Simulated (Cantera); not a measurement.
An adiabatic, constant-volume homogeneous reactor starts with CH4 : H2 : O2 : N2 = 1 : 0.55 : 3.99 : 15 (molar parts), equivalence ratio 0.57, at 1448 K and 4.10 bar. Integrator tolerance rtol = 1e-08.

Model: GRI-Mech 3.0 (53 species, 325 reactions), integrated in Cantera.

### Question
What does this change do: N2 15 to 23 parts?

### Answer
```tsv
quantity	before	after
time of steepest temperature rise	78.6 µs	0.113 ms
temperature at 0.800 s	2709 K	2466 K
equilibrium temperature	2709 K	2466 K
x(CH4) at 0.800 s	<1e-12 (gas-phase equilibrium <1e-12)	<1e-12 (gas-phase equilibrium <1e-12)
x(H2) at 0.800 s	0.00234 (gas-phase equilibrium 0.00234)	0.000714 (gas-phase equilibrium 0.000714)
x(O2) at 0.800 s	0.0738 (gas-phase equilibrium 0.0738)	0.0543 (gas-phase equilibrium 0.0543)
x(CH2CO) at 0.800 s	<1e-12 (gas-phase equilibrium <1e-12)	<1e-12 (gas-phase equilibrium <1e-12)
x(CH2O) at 0.800 s	4.23e-11 (gas-phase equilibrium 4.23e-11)	3.36e-12 (gas-phase equilibrium 3.36e-12)
x(HO2) at 0.800 s	1.92e-5 (gas-phase equilibrium 1.92e-5)	7.15e-6 (gas-phase equilibrium 7.15e-6)
x(NO) at 0.800 s	0.0184 (gas-phase equilibrium 0.0184)	0.0112 (gas-phase equilibrium 0.0112)
```

### Question
What does this change do: constant pressure in place of constant volume?

### Answer
```tsv
quantity	before	after
time of steepest temperature rise	78.6 µs	84.9 µs
temperature at 0.800 s	2709 K	2515 K
equilibrium temperature	2709 K	2515 K
x(CH4) at 0.800 s	<1e-12 (gas-phase equilibrium <1e-12)	<1e-12 (gas-phase equilibrium <1e-12)
x(H2) at 0.800 s	0.00234 (gas-phase equilibrium 0.00234)	0.00137 (gas-phase equilibrium 0.00137)
x(O2) at 0.800 s	0.0738 (gas-phase equilibrium 0.0738)	0.0763 (gas-phase equilibrium 0.0763)
x(CH2CO) at 0.800 s	<1e-12 (gas-phase equilibrium <1e-12)	<1e-12 (gas-phase equilibrium <1e-12)
x(CH2O) at 0.800 s	4.23e-11 (gas-phase equilibrium 4.23e-11)	7.38e-12 (gas-phase equilibrium 7.38e-12)
x(HO2) at 0.800 s	1.92e-5 (gas-phase equilibrium 1.92e-5)	1.08e-5 (gas-phase equilibrium 1.08e-5)
x(NO) at 0.800 s	0.0184 (gas-phase equilibrium 0.0184)	0.0137 (gas-phase equilibrium 0.0137)
```
